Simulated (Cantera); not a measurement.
What does this Cantera script print?

```python
import numpy as np
import cantera as ct

gas_names = """
    O2 C2H6 C6H6 TaO2 H2O2 CH4
""".split()
cond_names = """
    TaC(s) TaC(L) C(gr) Ta2O5(s) Ta2O5(L)
""".split()


def load(file, names, dense=False):
    # The tables refer to 1 bar. Condensed volumes are neglected.
    table = {s.name: s for s in ct.Species.list_from_file(file)}
    out = []
    for n in names:
        d = dict(table[n].input_data)
        d["thermo"] = dict(d["thermo"], **{"reference-pressure": 1e5})
        if dense:
            d["equation-of-state"] = {"model": "constant-volume", "density": "1e6 g/cm^3"}
        out.append(ct.Species.from_dict(d))
    return out


species = {s.name: s for s in load("nasa_gas.yaml", gas_names) + load("nasa_condensed.yaml", cond_names)}
# Each term lists the table entries of one substance; the one whose range holds T is used.
reactions = {
    '4 O2(g) + 4 TaC + C2H6(g) = C6H6(g) + 4 TaO2(g)':
        [(-4, ['O2']), (-4, ['TaC(s)', 'TaC(L)']), (-1, ['C2H6']), (1, ['C6H6']), (4, ['TaO2'])],
    '2 H2O2(g) + C + 8 TaO2(g) = 4 Ta2O5 + CH4(g)':
        [(-2, ['H2O2']), (-1, ['C(gr)']), (-8, ['TaO2']), (4, ['Ta2O5(s)', 'Ta2O5(L)']), (1, ['CH4'])],
}


def pick(names, T):
    return next(species[n] for n in names if species[n].thermo.min_temp <= T <= species[n].thermo.max_temp)


results = []
for label, terms in reactions.items():
    print(label)
    print("     T/K   dH/kJ  dS/(J/K)   dG/kJ   log10 K")
    for T in [300, 1500, 1650, 1800, 1950, 2100, 2250, 2400, 2550, 2700, 2850]:
        used = [(nu, pick(names, T)) for nu, names in terms]
        dH = sum(nu * s.thermo.h(T) for nu, s in used) / 1e6
        dS = sum(nu * s.thermo.s(T) for nu, s in used) / 1e3
        dG = dH - T * dS / 1e3
        logK = -dG * 1e6 / (ct.gas_constant * T * np.log(10))
        results.append((label, T, dH, dS, dG, logK, [s.name for _, s in used]))
        print(f"{T:8g} {dH:8.1f} {dS:8.1f} {dG:8.1f} {logK:8.2f}")
```

Output:

```
4 O2(g) + 4 TaC + C2H6(g) = C6H6(g) + 4 TaO2(g)
     T/K   dH/kJ  dS/(J/K)   dG/kJ   log10 K
     300    -60.3    170.5   -111.5    19.41
    1500   -105.4    106.8   -265.5     9.25
    1650   -112.2    102.5   -281.2     8.90
    1800   -119.6     98.2   -296.3     8.60
    1950   -127.6     93.9   -310.7     8.32
    2100   -136.3     89.6   -324.5     8.07
    2250   -145.7     85.3   -337.6     7.84
    2400   -155.9     80.9   -350.0     7.62
    2550   -166.7     76.5   -361.8     7.41
    2700   -178.2     72.1   -373.0     7.22
    2850   -190.4     67.7   -383.5     7.03
2 H2O2(g) + C + 8 TaO2(g) = 4 Ta2O5 + CH4(g)
     T/K   dH/kJ  dS/(J/K)   dG/kJ   log10 K
     300  -6379.0  -1957.0  -5791.9  1008.45
    1500  -6144.0  -1666.2  -3644.8   126.92
    1650  -6107.5  -1643.0  -3396.6   107.53
    1800  -6070.1  -1621.2  -3151.8    91.46
    1950  -6031.9  -1600.9  -2910.2    77.95
    2100  -5505.3  -1344.7  -2681.4    66.69
    2250  -5440.1  -1314.8  -2481.9    57.62
    2400  -5375.2  -1286.8  -2286.8    49.77
    2550  -5310.5  -1260.6  -2095.8    42.93
    2700  -5246.0  -1236.1  -1908.6    36.92
    2850  -5181.7  -1212.9  -1724.9    31.61
```

Standard-state values (1 bar) from the NASA 1993 polynomials, evaluated with Cantera. TaC: taken at fixed stoichiometry. Condensed species are held in their standard states even where they would react or evaporate.
